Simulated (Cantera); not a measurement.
A closed system holds: 1 mol CH3SiH3, 0.0061 mol C2H2, 1300 mol H2, equilibrated at 1198.15 K and 10000 Pa.

Cantera equilibrium calculation (NASA polynomials, part measured and part estimated; ideal gas, pure solids and liquids). Candidate condensed phases: C, C6H6, C7H8, C8H18, Si, SiC; 87 gas species. The feed counts by its element totals alone. Rates play no part.

Q: What is the equilibrium state?

A: 
```json
{
  "x(H2)": "1.000",
  "x(CH4)": "9.38e-6",
  "n(SiC(s))": "1.000 mol",
  "gas_amount": "1303 mol",
  "log10 activity of Si(s) (absent)": "-0.55",
  "log10 activity of C(graphite) (absent)": "-2.23"
}
```
